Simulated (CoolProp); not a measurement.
Vapour-liquid equilibrium of ethanol (1) + n-octane (2) at 1.29 bar; x and y are mole fractions of (1).

The numbers come from the multi-fluid Helmholtz-energy mixture model, Schroeder 2014 and Beckmüller 2019; pair parameters Bell 2016 in CoolProp.

| x | bubble temperature (K) | y at the bubble point | dew temperature at overall composition x (K) | liquid density (mol/L) |
|---|---|---|---|---|
| 0.05 | 381.5 | 0.533 | 405.7 | 5.665 |
| 0.125 | 366.9 | 0.719 | 402.6 | 6.081 |
| 0.2 | 361.8 | 0.772 | 399.4 | 6.462 |
| 0.275 | 359.7 | 0.792 | 395.9 | 6.862 |
| 0.35 | 359.0 | 0.801 | 392.1 | 7.303 |
| 0.425 | 358.7 | 0.804 | 388.0 | 7.802 |
| 0.5 | 358.6 | 0.806 | 383.6 | 8.375 |
| 0.575 | 358.4 | 0.809 | 378.6 | 9.039 |
| 0.65 | 358.2 | 0.815 | 372.9 | 9.814 |
| 0.725 | 357.9 | 0.826 | 366.4 | 10.72 |
| 0.8 | 357.6 | 0.847 | 359.0 | 11.80 |
| 0.875 | 357.4 | 0.882 | 357.4 | 13.09 |
| 0.95 | 357.5 | 0.941 | 357.5 | 14.64 |

y crosses x between x = 0.875 and 0.95: the model has an azeotrope there.

The pair parameters rest on a limited set of measurements; away from them the model extrapolates. With so large a gap from Raoult's law the liquid may split in two, which this calculation doesn't test in full.
